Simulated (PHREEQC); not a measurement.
0.1 g of hydrous ferric oxide (600 m²/g; 0.2 weak and 0.005 strong sites per Fe, Dzombak-Morel constants, diffuse double layer) in 1 kg of water with 0.01 mol/kgw of an inert sodium salt and 3.3e-06 mol/kgw PbCl2, at 25 °C; the pH is set by adding NaOH or the inert anion's acid. Oxygen alone is held at its pressure in air (log pO2 = -0.68). No CO2 enters from the air. Precipitation was switched off in this run.

The series has 17 steps of pH, from 3 to 9.

The numbers come from PHREEQC with the ion-association model, wateq4f.dat.

Q: Near which pH is half of the Pb sorbed, and on which side is more sorbed?

A: Near pH 4.3, with more sorbed at higher pH.

The oxide is taken as insoluble; below pH 4 it would dissolve.
